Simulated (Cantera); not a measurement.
**Ignition delay**

Mixture: 23.8 % CH3OH, 17.0 % O2, 52.6 % N2, 6.66 % H2O, at 1.00 bar, adiabatic and at constant volume. Ignition delay is the time to a rise of 400 K.

Cantera simulation using GRI-Mech 3.0 (53 species, 325 reactions); the numbers are that mechanism's predictions, not measurements. GRI-Mech 3.0 was tuned for natural gas; its chemistry of methanol as a main component is partial and can be far from experiment.

```json
[
 {"T0 (K)": "1073", "delay (ms)": "70.4"},
 {"T0 (K)": "1173", "delay (ms)": "10.2"},
 {"T0 (K)": "1273", "delay (ms)": "2.04"},
 {"T0 (K)": "1373", "delay (ms)": "0.525"},
 {"T0 (K)": "1473", "delay (ms)": "0.167"},
 {"T0 (K)": "1573", "delay (ms)": "0.0638"},
 {"T0 (K)": "1673", "delay (ms)": "0.0282"},
 {"T0 (K)": "1773", "delay (ms)": "0.0141"}
]
```

```json
{
 "apparent activation energy between 1573 and 1773 K": "180 kJ/mol"
}
```
